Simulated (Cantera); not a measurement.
A jet of H2 : O2 : N2 = 0.031 : 0.074 : 0.79 (molar parts), equivalence ratio 0.21 at 300 K and 0.286 atm hits a platinum plate 2.7 cm away at a mass flux of 0.035 kg/m²/s; the plate temperature is set and raised in steps from an oxygen-covered start.

Detailed kinetics in Cantera: Deutschmann's 1995 Pt surface mechanism with GRI-Mech 3.0 gas chemistry. Catalytic surfaces can have several steady states; this one follows from the mechanism file's or the stated starting coverage.

One state of this run: wall x H2 = 0.00137; wall x O2 = 0.0472; wall x H2O = 0.0645; wall x OH = <1e-8; θ free Pt = 0.0450; θ O* = 0.935; θ OH* = 0.0201. x: mole fraction at the wall; θ: surface coverage.

Question: Which value of plate T (K) does it belong to?
A) 700
B) 800
C) 550
D) 750

Answer: C, 550
